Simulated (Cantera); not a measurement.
What does this Cantera script print?

```python
import numpy as np
import cantera as ct

gas_names = [...]  # 118 gases of nasa_gas.yaml made of C, Cl, F, H
cond_names = """
    C(gr) C6H6(L) C7H8(L) C8H18(L),n-octa
""".split()


# ... load() reads the species with a 1 bar reference pressure and builds the phases ...
atoms = {
    'c-C4F8': {'C': 4, 'F': 8},
    'HCl': {'H': 1, 'CL': 1},
}
top_T = {'C(gr)': 4500}  # K; cautious upper limits of use, not melting points


# ... equilibrate(T, P, feed) seeds the gas with the atoms and calls Mixture.equilibrate('TP', solver="vcs", rtol=1e-11, max_steps=5000) ...
results = []
feed = {'c-C4F8': 1, 'HCl': 0.34}  # mol
T = 3148.15  # K
P = 133.322  # Pa
mix = equilibrate(T, P, feed)
results.append((T, P, feed, dict(zip(mix.species_names, mix.species_moles))))
print(gas.report(threshold=1e-05))
for i in range(1, mix.n_phases):
    print(f"{mix.phase(i).name:16s} {mix.phase_moles(i):12.5e} mol")
```

Output:

```
       temperature   3148.2 K
          pressure   133.32 Pa
           density   0.00010719 kg/m^3
  mean mol. weight   21.044 kg/kmol
   phase of matter   gas

                          1 kg             1 kmol
                     ---------------   ---------------
          enthalpy        1.2875e+07        2.7094e+08  J
   internal energy        1.1631e+07        2.4477e+08  J
           entropy             13870        2.9187e+05  J/K
    Gibbs function       -3.0789e+07       -6.4792e+08  J
 heat capacity c_p            1219.7             25666  J/K
 heat capacity c_v            824.55             17352  J/K

                      mass frac. Y      mole frac. X     chem. pot. / RT
                     ---------------   ---------------   ---------------
                 C          0.035364           0.06196           -4.6731
                CF          0.070027          0.047522           -31.473
               CF2         0.0021104        0.00088806           -58.273
                C2           0.02274          0.019921           -9.3463
               C2H        4.7191e-05        3.9676e-05           -29.564
                C3           0.13881          0.081066           -14.019
                C4        0.00039908         0.0001748           -18.693
                C5         0.0011768        0.00041236           -23.366
                CL          0.056715          0.033667           -29.128
                 F           0.65066           0.72071             -26.8
                 H         0.0005326          0.011119           -20.217
               HCL        2.1569e-05         1.245e-05           -49.345
                HF          0.021394          0.022503           -47.017
     [ +105 minor]        8.5526e-06        7.3049e-06

C(gr)             0.00000e+00 mol
```

These are equilibrium values from Cantera (NASA tables, ideal gas, pure condensed phases), not measurements of a reactor. The feed counts by its element totals alone.
